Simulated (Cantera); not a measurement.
Charge: 1 mol CF4, 0.028 mol F2, equilibrated at 3102 °C and 34000 Pa.

Cantera equilibrium calculation (NASA polynomials, part measured and part estimated; ideal gas, pure solids and liquids). Candidate condensed phases: C; 13 gas species. Gases not in the tables: C2F6 and larger saturated fluorocarbons. Equilibrium is a limit: real reactors are often held back by kinetics, nucleation or transport.

Base state: F 0.740, CF2 0.138, CF 0.108, C3 0.00816, C 0.00226, C2 0.00140, CF3 0.00103, C5 0.000166 (mole fractions); condensed: gas only.

Q: What changes in the equilibrium state with this change: 0.027 mol H2 added?

A: 
```json
[
 {"species": "F", "before": "0.740", "after": "0.727"},
 {"species": "CF2", "before": "0.138", "after": "0.136"},
 {"species": "CF", "before": "0.108", "after": "0.108"},
 {"species": "HF", "before": "0", "after": "0.0148"},
 {"species": "H", "before": "0", "after": "0.000132"},
 {"species": "C5", "before": "0.000166", "after": "0.000182"},
 {"species": "C4", "before": "4.59e-5", "after": "4.94e-5"},
 {"species": "C3", "before": "0.00816", "after": "0.00862"}
]
```
Further candidate phases: C6H6, C7H8, C8H18.
